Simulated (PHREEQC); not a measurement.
NH3 is added in steps, without added water, to 1 kg of water holding 1.2 mmol/kgw Ca(HCO3)2, 0.0083 mmol/kgw CO2 and 190 mmol/kgw NaCl, at 34 °C. Oxygen alone is held at its pressure in air (log pO2 = -0.68). No CO2 enters from the air. Solids allowed: Calcite, Portlandite, Halite, Nahcolite, Natron. Others were left out.

Base run: PHREEQC, ion-association model, wateq4f.dat. Each further column changes one thing. The table gives Ca in solution (mol/kgw).

```
NH3 added (mol)      base  Davies equation for every ion  Debye-Hückel limiting law  database phreeqc.dat  metal-ligand complexes left out
---------------  --------  -----------------------------  -------------------------  --------------------  -------------------------------
0                 0.00120                        0.00120                    0.00120               0.00120                          0.00119
0.00175          0.000311                       0.000319                   0.000668              0.000298                         0.000234
0.0035           0.000172                       0.000178                   0.000467              0.000164                         0.000112
0.00525          0.000135                       0.000140                   0.000393              0.000129                          8.08e-5
0.007            0.000118                       0.000122                   0.000355              0.000113                          6.68e-5
0.00875          0.000108                       0.000112                   0.000332              0.000104                          5.87e-5
0.0105           0.000102                       0.000105                   0.000317               9.86e-5                          5.34e-5
0.01225           9.70e-5                       0.000101                   0.000306               9.44e-5                          4.96e-5
0.014             9.36e-5                        9.70e-5                   0.000298               9.13e-5                          4.67e-5
```

 phreeqc.dat and wateq4f.dat share most of their constants, so their agreement is no independent check. Solids allowed in the column 'database phreeqc.dat': Calcite, Halite.
